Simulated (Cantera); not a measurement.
Mixture: 8.18 % CH4, 1.15 % CO, 19.1 % O2, 71.6 % N2, equivalence ratio 0.89, at 6.51 atm, adiabatic and at constant volume. Ignition delay is the time to a rise of 400 K.

Model: GRI-Mech 3.0 (53 species, 325 reactions), integrated in Cantera.

Question: Predict: delay at 1050 K; delay at 1200 K; delay at 1350 K; delay at 1500 K; delay at 1650 K; apparent activation energy between 1575 and 1725 K.

Answer: 
```json
{
 "delay at 1050 K": "71.9 ms",
 "delay at 1200 K": "7.72 ms",
 "delay at 1350 K": "1.21 ms",
 "delay at 1500 K": "0.245 ms",
 "delay at 1650 K": "63.0 µs",
 "apparent activation energy between 1575 and 1725 K": "190 kJ/mol"
}
```
